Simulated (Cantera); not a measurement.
SiH2Cl2 + O2 + N2O (silicon oxide and oxynitride deposition)

Charge: 1 mol SiH2Cl2, 0.42 mol O2, 17 mol N2O, at 1123.15 K and 75.0 Torr.

Equilibrium computed with Cantera from the NASA thermochemical tables; the gas is ideal and each condensed phase is pure. Candidate condensed phases: H2O, NH4Cl, Si, SiO2, Si2N2O, Si3N4; 47 gas species. The numbers say what is thermodynamically allowed, not how fast it happens.

```yaml
x(N2): 0.634
x(O2): 0.291
x(HCl): 0.0561
x(H2O): 0.00927
x(Cl2): 0.00897
x(Cl): 0.000601
x(NO): 0.000110
x(ClO): 4.72e-6
x(HOCl): 1.95e-6
n(SiO2(β-quartz)): 1.00 mol
gas_amount: 26.80 mol
log10 activity of Si(s) (absent): -31.42
```
